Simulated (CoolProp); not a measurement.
o-xylene at 475 K and 0.737 MPa is throttled through a valve to 0.217 MPa with no heat exchange. Each further row changes one setting.

Model: reference Helmholtz-energy equation of state, Zhou 2012, in CoolProp.

```csv
case,temperature change (K),final phase,final density (kg/m³)
as stated,-26.2,"two-phase, vapour fraction 0.191",___
outlet pressure 0.0651 MPa,___,"two-phase, vapour fraction 0.471",___
outlet pressure 0.282 MPa,-14.1,"two-phase, vapour fraction 0.107",73.1
```

### Question
Complete the blanks.

### Answer

- as stated, final density (kg/m³): 33.7
- outlet pressure 0.0651 MPa, temperature change (K): -73.4
- outlet pressure 0.0651 MPa, final density (kg/m³): 4.54
